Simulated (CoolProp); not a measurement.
Vapour-liquid equilibrium of n-octane (1) + n-dodecane (2) at 88.9 kPa; x and y are mole fractions of (1).

Values from CoolProp's multi-fluid Helmholtz-energy mixture model, Beckmüller 2019 and Lemmon 2004; pair parameters Bell 2016.

Q: Give the bubble temperature and the first vapour's composition at x = 0.05, 0.65, 0.8. Is there an azeotrope?

A: x = 0.05: 474.2 K, y = 0.245; x = 0.65: 409.9 K, y = 0.961; x = 0.8: 402.1 K, y = 0.983. No azeotrope shows between x = 0.05 and 0.95.

The pair parameters rest on a limited set of measurements; away from them the model extrapolates.
